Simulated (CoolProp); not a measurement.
Values from CoolProp's reference Helmholtz-energy equation of state, Thol 2018.

Q: For hydrogen chloride, give the phase and the cp (kJ/(kg K)), speed of sound (m/s), isothermal compressibility (1/MPa), expansivity (1/kK) at 274.3 K and 5200 kPa.

A: 
- 274.3 K and 5200 kPa: liquid; cp 1.97, speed of sound 667, isothermal compressibility 0.00520, expansivity 4.34
